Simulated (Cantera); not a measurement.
A perfectly stirred reactor is fed with H₂ : O₂ : N₂ = 0.67 : 1 : 0.54 (molar parts), at 1.00 bar; it is held at 1100 K, and followed from long to short residence time.

Detailed kinetics in Cantera: the H2/O2 subset of GRI-Mech 3.0, which has no nitrogen chemistry. The temperature is held fixed by assumption; the heat of reaction is taken as removed at once.

Predict: x(H₂) at τ = 0.550 s; x(O₂) at τ = 0.550 s; x(O) at τ = 0.550 s; x(OH) at τ = 0.550 s; x(H₂O) at τ = 0.550 s; x(H₂) at τ = 60.0 ms; x(O₂) at τ = 60.0 ms; x(O) at τ = 60.0 ms; x(OH) at τ = 60.0 ms; x(H₂O) at τ = 60.0 ms.


* **x(H₂) at τ = 0.550 s**: 0.00508
* **x(O₂) at τ = 0.550 s**: 0.356
* **x(O) at τ = 0.550 s**: 2.71e-6
* **x(OH) at τ = 0.550 s**: 6.23e-6
* **x(H₂O) at τ = 0.550 s**: 0.351
* **x(H₂) at τ = 60.0 ms**: 0.0220
* **x(O₂) at τ = 60.0 ms**: 0.362
* **x(O) at τ = 60.0 ms**: 9.12e-6
* **x(OH) at τ = 60.0 ms**: 1.20e-5
* **x(H₂O) at τ = 60.0 ms**: 0.331
